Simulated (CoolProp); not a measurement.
Values from CoolProp's reference Helmholtz-energy equation of state, Akasaka 2022.

Task: Give the vapour pressure (MPa), vapour density (kg/m³), enthalpy of vaporisation (kJ/kg), liquid cp (kJ/(kg K)) of saturated R1233zd(E) at 351.8, 358.7, 365.5 K.

Result: 
| T (K) | p (MPa) | vapour density (kg/m³) | enthalpy of vaporisation (kJ/kg) | liquid cp (kJ/(kg K)) |
|---|---|---|---|---|
| 351.8 | 0.637 | 33.6 | 159 | 1.32 |
| 358.7 | 0.752 | 39.8 | 154 | 1.35 |
| 365.5 | 0.881 | 46.9 | 149 | 1.37 |
